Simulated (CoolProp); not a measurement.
The fluid at 298.15 K and 0.581 MPa flows at 4.8 m/s in a round tube of 50 mm bore and 45 µm roughness, fully developed (64/Re and Nu = 3.66 if laminar; Colebrook and Gnielinski if turbulent). The same conditions are run with several fluids, on thermodynamics alone (safety and materials aside).

The numbers come from the reference Helmholtz-energy equation of state of each fluid (propylene: Lemmon 2013; C2F6 (R116): Lemmon 2006; methane: Setzmann 1991; dry air: Lemmon 2000; R143a: Lemmon and Jacobsen 2000) in CoolProp. Blends and air are pseudo-pure fits.

Task: Rank propylene, C2F6 (R116), methane, dry air, R143a by Reynolds number, highest first.

Result: C2F6 (R116) (586000), R143a (470000), propylene (302000), dry air (88100), methane (81000)

| fluid | Darcy friction factor | pressure drop (Pa/m) | heat-transfer coefficient (W/(m² K)) | mass flow (kg/h) |
|---|---|---|---|---|
| propylene | 0.0202 | 50.3 | 237 | 367 |
| C2F6 (R116) | 0.0197 | 157 | 366 | 1170 |
| methane | 0.0223 | 19.5 | 129 | 129 |
| dry air | 0.0221 | 34.7 | 105 | 231 |
| R143a | 0.0198 | 100 | 303 | 746 |

Transport values come from each fluid's own correlations; those of propylene, C2F6 (R116), R143a are estimates that may be off by 10 % or more.
